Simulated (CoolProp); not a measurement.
Properties of R13 along the isobar 101 kPa (Tc = 29.9 °C, pc = 3973 kPa, ω = 0.175).

Computed with CoolProp (reference Helmholtz-energy equation of state, Platzer 1990). This equation is an older, rougher fit.

| T (°C) | phase | cp (kJ/(kg K)) | cv (kJ/(kg K)) | Joule-Thomson coefficient (K/MPa) | isothermal compressibility (1/MPa) | viscosity (µPa s) | fugacity coefficient |
|---|---|---|---|---|---|---|---|
| -34.55 | gas | 0.5757 | 0.4886 | 21.39 | 10.10 | 11.6 | 0.9810 |
| -21.65 | gas | 0.5911 | 0.5053 | 18.30 | 10.07 | 12.2 | 0.9840 |
| -8.85 | gas | 0.6063 | 0.5214 | 15.83 | 10.04 | 12.8 | 0.9865 |
| 3.95 | gas | 0.6213 | 0.5373 | 13.81 | 10.02 | 13.4 | 0.9884 |
| 16.75 | gas | 0.6361 | 0.5527 | 12.15 | 10.00 | 14.0 | 0.9900 |
| 29.65 | gas | 0.6507 | 0.5678 | 10.76 | 9.988 | 14.6 | 0.9914 |
| 42.45 | gas | 0.6648 | 0.5823 | 9.605 | 9.977 | 15.1 | 0.9925 |
| 55.25 | gas | 0.6784 | 0.5963 | 8.624 | 9.967 | 15.7 | 0.9935 |
| 68.05 | gas | 0.6916 | 0.6097 | 7.787 | 9.959 | 16.2 | 0.9943 |
| 80.95 | gas | 0.7044 | 0.6227 | 7.063 | 9.952 | 16.8 | 0.9950 |
| 93.75 | gas | 0.7166 | 0.6351 | 6.441 | 9.946 | 17.3 | 0.9955 |
| 106.55 | gas | 0.7282 | 0.6470 | 5.899 | 9.940 | 17.8 | 0.9961 |
| 119.35 | gas | 0.7394 | 0.6583 | 5.425 | 9.936 | 18.4 | 0.9965 |
| 132.25 | gas | 0.7501 | 0.6692 | 5.004 | 9.932 | 18.9 | 0.9969 |
| 145.05 | gas | 0.7603 | 0.6794 | 4.634 | 9.928 | 19.4 | 0.9973 |

Viscosity comes from a separate model (Huber 2003), an estimate that may be off by 10 % or more.
